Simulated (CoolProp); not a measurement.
R245fa along the isotherm 435.4 K: density (kg/m³) from the reference equation and from simpler models built on Tc = 427.0 K, pc = 3651 kPa, ω = 0.378; each cubic takes its own stable root.

Model: reference Helmholtz-energy equation of state, Akasaka 2015, in CoolProp.

```tsv
p (kPa)	phase	reference	ideal gas	van der Waals
4560	supercritical	(withheld)	168.9	511.9
9130	supercritical	923.4	338.1	(withheld)
13700	supercritical	(withheld)	507.3	717.2
18300	supercritical	(withheld)	677.6	754.0
22800	supercritical	1074	844.3	780.8
27400	supercritical	(withheld)	1015	802.5
31900	supercritical	1125	(withheld)	820.2
36500	supercritical	1146	1352	835.5
```

Question: Complete the blanks.

Answer: 
- 4560, reference: 688.2
- 9130, van der Waals: 660.8
- 13700, reference: 993.7
- 18300, reference: 1040
- 27400, reference: 1102
- 31900, ideal gas: 1181
